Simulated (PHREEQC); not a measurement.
Model water analysis in mg/kgw, 55 °C, pH 7.99, pe 12:

| constituent | mg/kgw |
|---|---|
| Na | 3170 |
| K | 555 |
| Ca | 35.6 |
| Mg | 1030 |
| Cl | 6960 |
| S(6) as SO4 | 2140 |
| Alkalinity as HCO3 | 171 |
| N(5) as NO3 | 66.3 |
| O(0) (dissolved oxygen) | 8.32 |
| Br | 174 |
| B | 0.822 |
| Sr | 14.3 |

Valence states are taken as typed.

The numbers come from PHREEQC with the ion-association model, phreeqc.dat.

This is a speciation only: nothing precipitates in the calculation.

### Question
Predict the ionic strength.

### Answer
ionic strength 0.262 mol/kgw.

### Question
In which forms is K present?

### Answer
K+ 98 %, KSO4- 2.5 % of the K.

Away from 25 °C the constants follow the database's enthalpies or fits; those with neither stay at their 25 °C values.
